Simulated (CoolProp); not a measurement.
Isobutene along the isobar 9.64 MPa: Z from the reference equation and from simpler models built on Tc = 418.1 K, pc = 4.016 MPa, ω = 0.193; each cubic takes its own stable root.

Computed with CoolProp (reference Helmholtz-energy equation of state, Lemmon 2005). It is a short technical equation, of lower accuracy than the large ones.

| T (K) | phase | reference | Redlich-Kwong | Soave-Redlich-Kwong | Peng-Robinson |
|---|---|---|---|---|---|
| 279.9 | liquid | 0.3728 | 0.4043 | 0.3967 | 0.3521 |
| 292.4 | liquid | 0.3646 | 0.3961 | 0.3882 | 0.3445 |
| 305 | liquid | 0.3577 | 0.3893 | 0.3812 | 0.3382 |
| 317.5 | liquid | 0.3519 | 0.3840 | 0.3757 | 0.3333 |
| 330 | liquid | 0.3473 | 0.3800 | 0.3718 | 0.3299 |
| 342.5 | liquid | 0.3439 | 0.3775 | 0.3694 | 0.3279 |
| 355 | liquid | 0.3417 | 0.3765 | 0.3687 | 0.3274 |
| 367.5 | liquid | 0.3407 | 0.3770 | 0.3697 | 0.3287 |
| 380 | liquid | 0.3413 | 0.3792 | 0.3728 | 0.3319 |
| 392.5 | liquid | 0.3436 | 0.3832 | 0.3782 | 0.3375 |
| 405 | liquid | 0.3480 | 0.3895 | 0.3864 | 0.3458 |
| 417.5 | liquid | 0.3552 | 0.3983 | 0.3981 | 0.3578 |
| 430 | supercritical | 0.3659 | 0.4102 | 0.4143 | 0.3742 |
| 442.5 | supercritical | 0.3817 | 0.4259 | 0.4361 | 0.3965 |
| 455 | supercritical | 0.4042 | 0.4461 | 0.4646 | 0.4256 |
| 467.5 | supercritical | 0.4354 | 0.4712 | 0.5003 | 0.4619 |
